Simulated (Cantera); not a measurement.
Cantera with NASA thermochemical tables; ideal gases at 1 bar, condensed phases pure. Values are per mole of reaction as written; species without (g) are pure solids or liquids, kept so even where they would boil at 1 bar. TaC: taken at fixed stoichiometry.

Question: Between 300 and 1975 K, where is each reaction favourable under standard conditions?
- 2 TaO₂(g) + O(g) ⇌ Ta₂O₅
- TaC + 3 Ta₂O₅ ⇌ CO(g) + 7 TaO₂(g)
- 2 O₃(g) + 3 TaC ⇌ 3 CO₂(g) + 3 Ta

Answer: 
- 2 TaO₂(g) + O(g) ⇌ Ta₂O₅: ΔG° is -1720 kJ at 300 K and -832 kJ at 1975 K; it stays negative (K > 1). ΔH° is -1810 kJ and ΔS° -495 J/K at 1975 K.
- TaC + 3 Ta₂O₅ ⇌ CO(g) + 7 TaO₂(g): ΔG° is 4259 kJ at 300 K and 1731 kJ at 1975 K; it stays positive (K < 1). ΔH° is 4472 kJ and ΔS° 1388 J/K at 1975 K.
- 2 O₃(g) + 3 TaC ⇌ 3 CO₂(g) + 3 Ta: ΔG° is -1080 kJ at 300 K and -1319 kJ at 1975 K; it stays negative (K > 1). ΔH° is -1065 kJ and ΔS° 129 J/K at 1975 K.
